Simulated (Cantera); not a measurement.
Input: 1 mol B, 1.1 mol O₂, 43 mol N₂.

Equilibrium computed with Cantera from the NASA thermochemical tables; the gas is ideal and each condensed phase is pure. Candidate condensed phases: B, BN, B₂O₃; 17 gas species. Equilibrium is a limit: real reactors are often held back by kinetics, nucleation or transport.

Task: What condenses at these points (T in K, P in Pa): (1723, 100000); (1173, 220); (1273, 77); (1123, 4600); (1573, 220)?

Result: 
```json
[
 {"T (K)": "1723", "P in Pa": "100000", "condensed phases": "B₂O₃", "B condensed (%)": "89.9"},
 {"T (K)": "1173", "P in Pa": "220", "condensed phases": "B₂O₃", "B condensed (%)": "100.0"},
 {"T (K)": "1273", "P in Pa": "77", "condensed phases": "B₂O₃", "B condensed (%)": "99.0"},
 {"T (K)": "1123", "P in Pa": "4600", "condensed phases": "B₂O₃", "B condensed (%)": "100.0"},
 {"T (K)": "1573", "P in Pa": "220", "condensed phases": "gas only", "B condensed (%)": "0.0"}
]
```
